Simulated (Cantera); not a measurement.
Thermodynamics of tantalum, niobium, vanadium and zirconium in process gases, feed Ta + H2O + H2

Input: 1 mol Ta, 0.016 mol H2O, 8.3 mol H2, equilibrated at 3.10e-6 bar.

Equilibrium computed with Cantera from the NASA thermochemical tables; the gas is ideal and each condensed phase is pure. Candidate condensed phases: H2O, Ta, Ta2O5; 12 gas species. Mutual solubility and eutectic melting of coexisting phases are not modelled. Condensed phases not in the tables: N, O or C dissolved in the metal. Equilibrium is a limit: real reactors are often held back by kinetics, nucleation or transport.

```tsv
T (°C)	log p H	log p H2	log p Ta	log p TaO	log p TaO2	log p H2O	log p O	n Ta(s)	n Ta2O5(s)
1425	-6.61	-5.54	-16.69	-9.38	-8.69	-8.96	-12.48	0.993	5.03e-5
1525	-6.25	-5.60	-15.36	-8.92	-8.74	-9.29	-11.89	0.991	0
1625	-5.96	-5.70	-14.16	-8.59	-8.97	-9.73	-11.46	0.988	0
1725	-5.74	-5.89	-13.09	-8.46	-9.48	-10.38	-11.21	0.985	0
1825	-5.61	-6.20	-12.11	-8.46	-10.21	-11.22	-11.12	0.984	0
1925	-5.55	-6.59	-11.23	-8.50	-10.92	-12.13	-11.07	0.984	0
2025	-5.52	-7.01	-10.42	-8.51	-11.55	-13.02	-11.01	0.984	0
2125	-5.51	-7.42	-9.68	-8.52	-12.11	-13.85	-10.94	0.983	0
2225	-5.51	-7.82	-8.99	-8.53	-12.61	-14.61	-10.87	0.979	0
2325	-5.51	-8.18	-8.36	-8.53	-13.08	-15.33	-10.81	0.961	0
2425	-5.51	-8.53	-7.78	-8.53	-13.51	-15.99	-10.75	0.895	0
```
log p: log10 of the partial pressure in bar; n: condensed amount in mol.

At 1425 °C the condensed part is Ta(s) + Ta2O5(s). From 1525 °C to 2425 °C the condensed part is Ta(s). The main Ta-bearing gas is TaO2 at 1425 °C and Ta at 2425 °C. The share of Ta in condensed phases is highest at 1425 °C (99.3 %) and lowest at 2425 °C (89.5 %).
